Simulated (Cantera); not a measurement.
Feed: 1 mol CH3SiH3, 0.6 mol C3H8, 270 mol H2, at 1.00 Torr.

Equilibrium computed with Cantera from the NASA thermochemical tables; the gas is ideal and each condensed phase is pure. Candidate condensed phases: C, C6H6, C7H8, C8H18, Si, SiC; 87 gas species. The feed counts by its element totals alone. Kinetics and transport are ignored.

Task: Which condensed phases are stable at each of these points (T (K)): 2150, 2200, 2250, 2300, 2350, 2400, 2450?

Result: 
```csv
T (K),condensed phases,Si condensed (%)
2150,C(graphite),0.0
2200,C(graphite),0.0
2250,C(graphite),0.0
2300,C(graphite),0.0
2350,gas only,0.0
2400,gas only,0.0
2450,gas only,0.0
```

From 2150 K to 2300 K the condensed part is C(graphite). From 2350 K to 2450 K nothing is condensed.
